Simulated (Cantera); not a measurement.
A closed system holds: 1 mol Al₂O₃, 1200 mol H₂, 10 mol N₂, held at 10.0 mbar.

These are equilibrium values from Cantera (NASA tables, ideal gas, pure condensed phases), not measurements of a reactor. Candidate condensed phases: Al, AlN, Al₂O₃, H₂O; 35 gas species. Mutual solubility and eutectic melting of coexisting phases are not modelled. Condensed phases not in the tables: aluminium oxynitride. Rates play no part.

What share of the Al ends up in condensed phases as a function of T (K), at 1325, 1425, 1525, 1625, 1725, 1825, 1925, 2025?


| T (K) | Al condensed (%) | as |
|---|---|---|
| 1325 | 100.0 | AlN(s) + Al₂O₃(s) |
| 1425 | 100.0 | AlN(s) + Al₂O₃(s) |
| 1525 | 99.9 | Al₂O₃(s) |
| 1625 | 99.7 | Al₂O₃(s) |
| 1725 | 98.7 | Al₂O₃(s) |
| 1825 | 95.8 | Al₂O₃(s) |
| 1925 | 87.5 | Al₂O₃(s) |
| 2025 | 66.9 | Al₂O₃(s) |
